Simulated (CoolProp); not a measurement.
n-perfluorohexane along the isotherm 450 K: density (kg/m³) from the reference equation and from simpler models built on Tc = 448.0 K, pc = 17.42 bar, ω = 0.497; each cubic takes its own stable root.

Model: reference Helmholtz-energy equation of state, Gao 2022, in CoolProp.

| p (bar) | phase | reference | van der Waals | Redlich-Kwong | Soave-Redlich-Kwong |
|---|---|---|---|---|---|
| 3.27 | gas | 31.70 | 31.36 | 31.63 | 31.62 |
| 6.53 | gas | 68.91 | 67.23 | 68.47 | 68.41 |
| 9.8 | gas | 115.3 | 110.3 | 113.7 | 113.5 |
| 13.1 | gas | 179.8 | 167.1 | 174.7 | 174.1 |
| 16.3 | gas | 292.7 | 258.1 | 275.1 | 272.1 |
| 19.6 | supercritical | 882.5 | 578.5 | 671.1 | 657.8 |
| 22.9 | supercritical | 980.8 | 639.1 | 759.2 | 751.7 |
| 26.1 | supercritical | 1028 | 673.6 | 809.5 | 803.7 |
